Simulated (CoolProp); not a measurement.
R22 along the isotherm 251 K: density (kg/m³) from the reference equation and from simpler models built on Tc = 369.3 K, pc = 4.990 MPa, ω = 0.221; each cubic takes its own stable root.

Model: reference Helmholtz-energy equation of state, Kamei 1995, in CoolProp.

```tsv
p (MPa)	phase	reference	Redlich-Kwong	Soave-Redlich-Kwong	Peng-Robinson
0.208	gas	9.140	9.006	9.044	9.064
0.416	liquid	1354	[?]	[?]	1388
0.624	liquid	1354	[?]	1228	1389
0.832	liquid	1355	[?]	1228	1390
1.04	liquid	1356	1191	1229	1390
1.25	liquid	1356	1192	1230	1391
1.46	liquid	1357	1193	1231	[?]
1.66	liquid	1357	1194	1232	1393
1.87	liquid	1358	1195	1232	1394
2.08	liquid	1359	1196	1233	1394
2.29	liquid	1359	1197	1234	1395
2.5	liquid	1360	1198	[?]	1396
```

Task: Fill in the missing entries.

Result: 
- 0.416, Redlich-Kwong: 1188
- 0.416, Soave-Redlich-Kwong: 1227
- 0.624, Redlich-Kwong: 1189
- 0.832, Redlich-Kwong: 1190
- 1.46, Peng-Robinson: 1392
- 2.5, Soave-Redlich-Kwong: 1235
